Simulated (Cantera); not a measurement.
Carbothermic reduction: Cu2O + C + N2

Input: 1 mol Cu2O, 1.7 mol C, 0.17 mol N2, held at 3450 Torr.

Cantera equilibrium calculation (NASA polynomials, part measured and part estimated; ideal gas, pure solids and liquids). Candidate condensed phases: C, Cu, CuO, Cu2O; 27 gas species. Rates play no part.

```csv
T (K),x CO,x N2,x Cu,x CO2,x Cu2,x CN,x C2N2,x C2O,n C(graphite),n Cu(l)
1375,0.846,0.146,1.79e-7,0.00733,2.88e-11,<1e-12,5.19e-11,<1e-12,0.709,2.00
1475,0.852,0.146,1.16e-6,0.00277,3.87e-10,8.95e-12,3.30e-10,<1e-12,0.703,2.00
1575,0.853,0.145,5.94e-6,0.00119,3.69e-9,8.58e-11,1.66e-9,2.36e-12,0.701,2.00
1675,0.854,0.145,2.48e-5,0.000563,2.65e-8,6.27e-10,6.91e-9,1.50e-11,0.701,2.00
1775,0.854,0.145,8.78e-5,0.000292,1.51e-7,3.65e-9,2.45e-8,7.70e-11,0.700,2.00
1875,0.854,0.145,0.000270,0.000163,7.06e-7,1.76e-8,7.56e-8,3.32e-10,0.700,2.00
1975,0.854,0.145,0.000740,9.68e-5,2.80e-6,7.21e-8,2.08e-7,1.24e-9,0.700,2.00
2075,0.853,0.145,0.00183,6.06e-5,9.67e-6,2.57e-7,5.21e-7,4.05e-9,0.700,2.00
2175,0.851,0.145,0.00416,3.97e-5,2.95e-5,8.16e-7,1.19e-6,1.19e-8,0.700,2.00
2275,0.847,0.144,0.00876,2.69e-5,8.13e-5,2.33e-6,2.54e-6,3.15e-8,0.700,1.99
2375,0.840,0.143,0.0173,1.87e-5,0.000204,6.08e-6,5.03e-6,7.69e-8,0.700,1.98
2475,0.827,0.141,0.0323,1.33e-5,0.000474,1.46e-5,9.38e-6,1.73e-7,0.700,1.96
```
x: gas mole fraction; n: condensed amount in mol.

From 1375 K to 2475 K the condensed part is C(graphite) + Cu(l). The main Cu-bearing gas is Cu throughout.
